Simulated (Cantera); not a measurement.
Input (Python, Cantera) and output of one run.

```python
import numpy as np
import cantera as ct

gas_names = """
    CL2 MgCL2 Fe2CL6 ALCL SiCL2 PbCL2 TiCL4
""".split()
cond_names = """
    Mg(cr) Mg(L) Fe(a) Fe(c) Fe(d) Fe(L) AL(cr) AL(L) Si(cr) Si(L) Ti(a) Ti(b) Ti(L) TiCL4(L) Pb(cr)
    Pb(L)
""".split()


# ... load() reads the species with a 1 bar reference pressure and builds the phases ...
species = {s.name: s for s in load("nasa_gas.yaml", gas_names) + load("nasa_condensed.yaml", cond_names)}
# Each term lists the table entries of one substance; the one whose range holds T is used.
reactions = {
    'Mg + Cl2(g) = MgCl2(g)':
        [(-1, ['Mg(cr)', 'Mg(L)']), (-1, ['CL2']), (1, ['MgCL2'])],
    '0.6667 Fe + Cl2(g) = 0.3333 Fe2Cl6(g)':
        [(-0.6666666666666666, ['Fe(a)', 'Fe(c)', 'Fe(d)', 'Fe(L)']), (-1, ['CL2']), (0.3333333333333333, ['Fe2CL6'])],
    '2 Al + Cl2(g) = 2 AlCl(g)':
        [(-2, ['AL(cr)', 'AL(L)']), (-1, ['CL2']), (2, ['ALCL'])],
    'Si + Cl2(g) = SiCl2(g)':
        [(-1, ['Si(cr)', 'Si(L)']), (-1, ['CL2']), (1, ['SiCL2'])],
    '0.5 Ti + Cl2(g) = 0.5 TiCl4':
        [(-0.5, ['Ti(a)', 'Ti(b)', 'Ti(L)']), (-1, ['CL2']), (0.5, ['TiCL4(L)'])],
    'Pb + Cl2(g) = PbCl2(g)':
        [(-1, ['Pb(cr)', 'Pb(L)']), (-1, ['CL2']), (1, ['PbCL2'])],
    '0.5 Ti + Cl2(g) = 0.5 TiCl4(g)':
        [(-0.5, ['Ti(a)', 'Ti(b)', 'Ti(L)']), (-1, ['CL2']), (0.5, ['TiCL4'])],
}


def pick(names, T):
    return next(species[n] for n in names if species[n].thermo.min_temp <= T <= species[n].thermo.max_temp)


results = []
for label, terms in reactions.items():
    print(label)
    print("     T/K   dH/kJ  dS/(J/K)   dG/kJ   log10 K")
    for T in [398, 423, 448, 473, 498, 523, 548]:
        used = [(nu, pick(names, T)) for nu, names in terms]
        dH = sum(nu * s.thermo.h(T) for nu, s in used) / 1e6
        dS = sum(nu * s.thermo.s(T) for nu, s in used) / 1e3
        dG = dH - T * dS / 1e3
        logK = -dG * 1e6 / (ct.gas_constant * T * np.log(10))
        results.append((label, T, dH, dS, dG, logK, [s.name for _, s in used]))
        print(f"{T:8g} {dH:8.1f} {dS:8.1f} {dG:8.1f} {logK:8.2f}")
```

It prints:

```
Mg + Cl2(g) = MgCl2(g)
     T/K   dH/kJ  dS/(J/K)   dG/kJ   log10 K
     398   -392.7     20.8   -401.0    52.62
     423   -392.7     20.7   -401.5    49.58
     448   -392.8     20.5   -402.0    46.87
     473   -392.9     20.3   -402.5    44.45
     498   -393.0     20.2   -403.0    42.27
     523   -393.0     20.0   -403.5    40.30
     548   -393.1     19.9   -404.0    38.51
0.6667 Fe + Cl2(g) = 0.3333 Fe2Cl6(g)
     T/K   dH/kJ  dS/(J/K)   dG/kJ   log10 K
     398   -217.5    -60.5   -193.4    25.39
     423   -217.4    -60.1   -191.9    23.70
     448   -217.2    -59.9   -190.4    22.20
     473   -217.1    -59.6   -188.9    20.86
     498   -217.0    -59.4   -187.4    19.66
     523   -216.9    -59.2   -186.0    18.57
     548   -216.9    -59.1   -184.5    17.58
2 Al + Cl2(g) = 2 AlCl(g)
     T/K   dH/kJ  dS/(J/K)   dG/kJ   log10 K
     398   -104.4    172.1   -172.9    22.69
     423   -104.7    171.2   -177.2    21.88
     448   -105.1    170.3   -181.4    21.15
     473   -105.6    169.4   -185.7    20.50
     498   -106.0    168.5   -189.9    19.92
     523   -106.4    167.7   -194.1    19.38
     548   -106.8    166.8   -198.3    18.90
Si + Cl2(g) = SiCl2(g)
     T/K   dH/kJ  dS/(J/K)   dG/kJ   log10 K
     398   -168.9     38.5   -184.3    24.18
     423   -169.0     38.3   -185.2    22.87
     448   -169.1     38.1   -186.2    21.71
     473   -169.2     37.9   -187.1    20.67
     498   -169.3     37.6   -188.1    19.73
     523   -169.5     37.4   -189.0    18.88
     548   -169.6     37.2   -190.0    18.11
0.5 Ti + Cl2(g) = 0.5 TiCl4
     T/K   dH/kJ  dS/(J/K)   dG/kJ   log10 K
     398   -399.6   -104.9   -357.8    46.96
     423   -399.0   -103.5   -355.2    43.86
     448   -398.4   -102.1   -352.6    41.11
     473   -397.8   -100.8   -350.1    38.66
     498   -397.2    -99.5   -347.6    36.46
     523   -396.6    -98.4   -345.1    34.47
     548   -396.0    -97.3   -342.7    32.66
Pb + Cl2(g) = PbCl2(g)
     T/K   dH/kJ  dS/(J/K)   dG/kJ   log10 K
     398   -174.7     27.6   -185.6    24.36
     423   -174.8     27.2   -186.3    23.01
     448   -175.0     26.8   -187.0    21.80
     473   -175.2     26.4   -187.7    20.72
     498   -175.4     26.0   -188.3    19.75
     523   -175.6     25.6   -189.0    18.87
     548   -175.8     25.2   -189.6    18.07
0.5 Ti + Cl2(g) = 0.5 TiCl4(g)
     T/K   dH/kJ  dS/(J/K)   dG/kJ   log10 K
     398   -381.4    -60.6   -357.3    46.90
     423   -381.4    -60.5   -355.8    43.94
     448   -381.4    -60.4   -354.3    41.31
     473   -381.3    -60.3   -352.8    38.96
     498   -381.3    -60.2   -351.3    36.85
     523   -381.2    -60.1   -349.8    34.93
     548   -381.2    -60.0   -348.3    33.20
```

Standard-state values (1 bar) from the NASA 1993 polynomials, evaluated with Cantera. Condensed species are held in their standard states even where they would react or evaporate.
